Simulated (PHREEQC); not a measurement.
Solution A (53 mmol/kgw ZnCl2, 55 mmol/kgw Na2SO4 and 93 mmol/kgw HCl) is mixed with solution B (0.021 mol CdSO4 and 0.074 mol KCl per kg of water) at 94 °C; shares are by mass of water, 1 kg in all. O2 is buffered at 0.21 atm. CO2 from the air is kept out. Only these solids could form: Zn(OH)2-e, Zn4(OH)6SO4, Zn5(OH)8Cl2, Cd(OH)2, CdOHCl, Halite, Mirabilite, Goslarite.

The numbers come from PHREEQC with the ion-association model, wateq4f.dat.

```tsv
share of solution B	pH	HSO4- (mol/kgw)	CdCl+ (mol/kgw)	ZnCl+ (mol/kgw)	Zn+2 (mol/kgw)	Cd+2 (mol/kgw)	CdSO4 (mol/kgw)
0	1.44	0.0451	0	0.0271	0.0201	0	0
0.1	1.49	0.0414	0.00123	0.0239	0.0186	0.000298	4.14e-5
0.15	1.52	0.0396	0.00185	0.0223	0.0178	0.000459	6.61e-5
0.25	1.58	0.0358	0.00311	0.0192	0.0161	0.000811	0.000126
0.3	1.62	…	0.00373	…	0.0152	0.00100	0.000162
0.4	1.70	0.0300	0.00499	0.0147	0.0134	0.00142	0.000252
0.45	…	0.0280	0.00561	0.0132	0.0124	…	0.000309
0.55	1.85	0.0238	0.00684	0.0104	0.0104	0.00215	0.000454
0.6	1.91	0.0216	0.00744	0.00901	0.00936	0.00242	0.000548
0.7	2.07	0.0170	0.00858	0.00637	0.00716	0.00302	…
0.75	2.16	0.0146	0.00911	0.00512	0.00602	0.00335	0.000967
0.85	2.43	0.00925	0.0100	0.00281	0.00365	0.00407	0.00143
0.9	2.63	0.00634	0.0104	0.00178	0.00244	0.00446	0.00175
1	5.64	7.43e-6	0.0109	0	0	0.00530	0.00262
```

### Question
Complete the blanks.

### Answer

- 0.3, HSO4- (mol/kgw): 0.0339
- 0.3, ZnCl+ (mol/kgw): 0.0177
- 0.45, pH: 1.74
- 0.45, Cd+2 (mol/kgw): 0.00165
- 0.7, CdSO4 (mol/kgw): 0.000798

Complexes and solids missing from the database can't appear. Constants without temperature data keep their 25 °C values here.
